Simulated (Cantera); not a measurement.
A closed system holds: 1 mol C3H6, 0.071 mol O2, equilibrated at 1275 K and 101000 Pa.

Method: chemical equilibrium by Gibbs-energy minimisation in Cantera with the NASA 1993 tables (ideal gas, pure condensed phases). Candidate condensed phases: C, C6H6, C7H8, C8H18, H2O; 110 gas species. Equilibrium is a limit: real reactors are often held back by kinetics, nucleation or transport.

Base state: H2 0.946, CO 0.0451, CH4 0.00840, H2O 0.000504, CO2 1.44e-5 (mole fractions); condensed: C(graphite).

**Question.** What changes in the equilibrium state with this change: pressure from 101000 Pa to 1330 Pa?

**Answer.** 
```json
[
 {"species": "H2", "before": "0.946", "after": "0.955"},
 {"species": "CO", "before": "0.0451", "after": "0.0452"},
 {"species": "CH4", "before": "0.00840", "after": "0.000113"},
 {"species": "H2O", "before": "0.000504", "after": "6.71e-6"},
 {"species": "CO2", "before": "1.44e-5", "after": "1.91e-7"},
 {"species": "C(graphite), mol", "before": "2.83", "after": "2.86"}
]
```
